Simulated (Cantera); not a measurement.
## Catalytic combustion on Pt

An isothermal plug-flow reactor at 773 K and 0.280 bar (inlet), inlet velocity 0.18 m/s, active area per volume 4300 1/m; feed CH4 : O2 : N2 = 0.0068 : 0.11 : 0.79 (molar parts), equivalence ratio 0.12.

Model: Deutschmann's 1995 Pt surface mechanism with GRI-Mech 3.0 gas chemistry, integrated in Cantera. Catalytic surfaces can have several steady states; this one follows from the mechanism file's or the stated starting coverage. Mass transfer to the wall is taken as infinitely fast.

| z (m) | x CH4 | x O2 | x H2O | x CO2 | x CO | θ free Pt | θ O* |
|---|---|---|---|---|---|---|---|
| 8.3e-05 | 0.00748 | 0.121 | 4.74e-5 | 2.31e-5 | 6.08e-7 | 0.0405 | 0.959 |
| 0.00016 | 0.00745 | 0.121 | 9.12e-5 | 4.48e-5 | 8.13e-7 | 0.0405 | 0.959 |
| 0.00031 | 0.00741 | 0.121 | 0.000176 | 8.71e-5 | 9.18e-7 | 0.0405 | 0.959 |
| 0.0006 | 0.00733 | 0.121 | 0.000339 | 0.000169 | 9.28e-7 | 0.0406 | 0.959 |
| 0.0012 | 0.00716 | 0.121 | 0.000671 | 0.000334 | 9.08e-7 | 0.0406 | 0.959 |
| 0.0022 | 0.00689 | 0.120 | 0.00121 | 0.000603 | 8.74e-7 | 0.0406 | 0.959 |
| 0.0043 | 0.00636 | 0.119 | 0.00228 | 0.00114 | 8.07e-7 | 0.0407 | 0.959 |
| 0.0083 | 0.00545 | 0.117 | 0.00410 | 0.00205 | 6.93e-7 | 0.0409 | 0.958 |
x: gas mole fraction; θ: surface coverage.
